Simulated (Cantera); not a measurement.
An isothermal, constant-pressure homogeneous reactor starts with N2O : N2 = 1 : 0.57 (molar parts), at 1125 K and 0.140 bar. Integrator tolerance rtol = 1e-08.

Computed with Cantera and GRI-Mech 3.0 (53 species, 325 reactions). GRI-Mech 3.0 was tuned for natural gas; its chemistry of N2O as a main component is partial and can be far from experiment. The mechanism lacks the step 2 NO + O2 → 2 NO2, which can matter for NO2 below about 1400 K. The temperature is held fixed by assumption; the heat of reaction is taken as removed at once.

Q: What does this change do: N2O 1 to 0.1 parts?

A: 
```csv
quantity,before,after
x(N2O) at 200 s,0.0209 (gas-phase equilibrium 3.04e-9),0.00595 (gas-phase equilibrium 2.00e-9)
x(NO2) at 200 s,6.96e-5 (gas-phase equilibrium 1.12e-6),1.78e-5 (gas-phase equilibrium 3.55e-7)
x(NO) at 200 s,0.0328 (gas-phase equilibrium 0.000112),0.00935 (gas-phase equilibrium 6.67e-5)
x(O) at 200 s,1.71e-7 (gas-phase equilibrium 6.10e-9),1.71e-7 (gas-phase equilibrium 3.27e-9)
x(N2) at 200 s,0.729 (gas-phase equilibrium 0.758),0.923 (gas-phase equilibrium 0.931)
```

Q: What does this change do: pressure from 0.140 bar to 0.0133 bar?

A: 
```json
[
 {"quantity": "x(N2O) at 200 s", "before": "0.0209 (gas-phase equilibrium 3.04e-9)", "after": "0.405 (gas-phase equilibrium 9.38e-10)"},
 {"quantity": "x(NO2) at 200 s", "before": "6.96e-5 (gas-phase equilibrium 1.12e-6)", "after": "2.81e-6 (gas-phase equilibrium 3.44e-7)"},
 {"quantity": "x(NO) at 200 s", "before": "0.0328 (gas-phase equilibrium 0.000112)", "after": "0.0134 (gas-phase equilibrium 0.000112)"},
 {"quantity": "x(O) at 200 s", "before": "1.71e-7 (gas-phase equilibrium 6.10e-9)", "after": "5.23e-7 (gas-phase equilibrium 1.98e-8)"},
 {"quantity": "x(N2) at 200 s", "before": "0.729 (gas-phase equilibrium 0.758)", "after": "0.500 (gas-phase equilibrium 0.758)"}
]
```
Radical loss at walls, strong at low pressure, is not modelled.
